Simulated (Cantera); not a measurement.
## Equilibrium for abatement and gas-phase synthesis: H₂O + O₂

Input: 1 mol H₂O, 0.13 mol O₂, at 852 °C and 10.0 bar.

Method: chemical equilibrium by Gibbs-energy minimisation in Cantera with the NASA 1993 tables (ideal gas, pure condensed phases). Candidate condensed phases: H₂O; 9 gas species. Kinetics and transport are ignored.

| Property | Result |
|---|---|
| x(H₂O) | 0.885 |
| x(O₂) | 0.115 |
| x(OH) | 1.45e-6 |
| gas amount | 1.130 mol |
